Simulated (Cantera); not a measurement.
Charge: 1 mol FeS₂, 0.43 mol O₂, 0.95 mol H₂O, held at 1123 K and 15000 Pa.

Equilibrium computed with Cantera from the NASA thermochemical tables; the gas is ideal and each condensed phase is pure. Candidate condensed phases: Fe, FeO, Fe(OH)₂, Fe(OH)₃, FeS, FeSO₄, FeS₂, Fe₂O₃, Fe₂(SO₄)₃, Fe₃O₄, H₂O, H₂SO₄, S; 22 gas species. FeS: taken at fixed stoichiometry. Gases not in the tables: S₃ to S₇. Rates play no part.

Base state: H₂O 0.527, SO₂ 0.283, S₂ 0.136, H₂S 0.0419, H₂ 0.00706, S₂O 0.00412, SO 0.000170, SH 6.79e-5 (mole fractions); condensed: FeS(s).

### Question
What changes in the equilibrium state with this change: temperature from 1123 K to 600 K?

### Answer
```json
[
 {"species": "H₂O", "before": "0.527", "after": "0.752"},
 {"species": "SO₂", "before": "0.283", "after": "0.248"},
 {"species": "H₂S", "before": "0.0419", "after": "0.000220"},
 {"species": "S₂", "before": "0.136", "after": "3.81e-6"},
 {"species": "SO", "before": "0.000170", "after": "<1e-9"},
 {"species": "SH", "before": "6.79e-5", "after": "<1e-9"},
 {"species": "H₂", "before": "0.00706", "after": "1.73e-6"},
 {"species": "S₂O", "before": "0.00412", "after": "2.15e-6"},
 {"species": "FeS(s), mol", "before": "1.00", "after": "0"},
 {"species": "FeS₂(s), mol", "before": "0", "after": "0.843"},
 {"species": "Fe₂O₃(s), mol", "before": "0", "after": "0.0783"}
]
```
